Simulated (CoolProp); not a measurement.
Vapour-liquid equilibrium of benzene (1) + cyclohexane (2) at 376.1 K; x and y are mole fractions of (1).

Computed with CoolProp (multi-fluid Helmholtz-energy mixture model, Thol 2012 and Zhou 2014; pair parameters Bell 2016).

| x | bubble pressure (MPa) | y at the bubble point | dew pressure at overall composition x (MPa) | liquid density (mol/L) |
|---|---|---|---|---|
| 0.05 | ? | 0.066 | 0.1916 | 8.344 |
| 0.125 | 0.1972 | 0.157 | 0.1956 | 8.451 |
| 0.2 | 0.2011 | 0.238 | ? | 8.562 |
| 0.275 | 0.2043 | 0.313 | 0.2027 | 8.677 |
| 0.35 | 0.2067 | 0.382 | 0.2056 | 8.797 |
| 0.425 | ? | 0.448 | 0.2078 | 8.922 |
| 0.5 | 0.2094 | 0.512 | 0.2092 | ? |
| 0.575 | 0.2097 | 0.574 | 0.2097 | 9.188 |
| 0.65 | 0.2093 | 0.637 | 0.2091 | 9.330 |
| 0.725 | 0.2081 | 0.703 | 0.2076 | 9.478 |
| 0.8 | 0.2061 | 0.772 | ? | 9.632 |
| 0.875 | ? | 0.848 | 0.2018 | 9.793 |
| 0.95 | 0.1987 | 0.934 | ? | 9.962 |

Q: Fill in the missing entries.

A: 
- 0.05, bubble pressure (MPa): 0.1925
- 0.2, dew pressure at overall composition x (MPa): 0.1993
- 0.425, bubble pressure (MPa): 0.2084
- 0.5, liquid density (mol/L): 9.053
- 0.8, dew pressure at overall composition x (MPa): 0.2051
- 0.875, bubble pressure (MPa): 0.2030
- 0.95, dew pressure at overall composition x (MPa): 0.1979

y crosses x between x = 0.5 and 0.575: the model has an azeotrope there.

The pair parameters rest on a limited set of measurements; away from them the model extrapolates.
